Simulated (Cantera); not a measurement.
A closed system holds: 1 mol Si, 1.1 mol H2O, 190 mol H2, at 2000 K and 0.00975 Torr.

These are equilibrium values from Cantera (NASA tables, ideal gas, pure condensed phases), not measurements of a reactor. Candidate condensed phases: H2O, Si, SiO2; 18 gas species. The numbers say what is thermodynamically allowed, not how fast it happens.

Base state: H2 0.636, H 0.360, SiO 0.00427, H2O 0.000396, OH 2.23e-5 (mole fractions); condensed: gas only.

Question: What changes in the equilibrium state with this change: Si replaced by Si3N4?

Answer: 
| species | before | after |
|---|---|---|
| H2 | 0.636 | 0.623 |
| H | 0.360 | 0.356 |
| N2 | 0 | 0.00838 |
| Si | 2.06e-7 | 0.00795 |
| H2O | 0.000396 | 1.09e-8 |
| OH | 2.23e-5 | <1e-9 |
| SiH | <1e-9 | 1.53e-5 |
| SiO | 0.00427 | 0.00461 |
Further candidate phases: Si2N2O, Si3N4.
